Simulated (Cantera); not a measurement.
A closed system holds: 1 mol Cu₂O, 440 mol H₂, 65 mol N₂, at 3.30 mbar.

Cantera equilibrium calculation (NASA polynomials, part measured and part estimated; ideal gas, pure solids and liquids). Candidate condensed phases: Cu, CuO, Cu(OH)₂, Cu₂O, H₂O; 27 gas species. Equilibrium is a limit: real reactors are often held back by kinetics, nucleation or transport.

**Question.** What share of the Cu ends up in condensed phases as a function of T (K), at 823, 973, 1123, 1273, 1423, 1573, 1723?

**Answer.** 
```
T (K)  Cu condensed (%)     as
-----  ----------------  -----
823               100.0  Cu(s)
973               100.0  Cu(s)
1123              100.0  Cu(s)
1273               99.4  Cu(s)
1423               84.0  Cu(l)
1573                0.0      -
1723                0.0      -
```
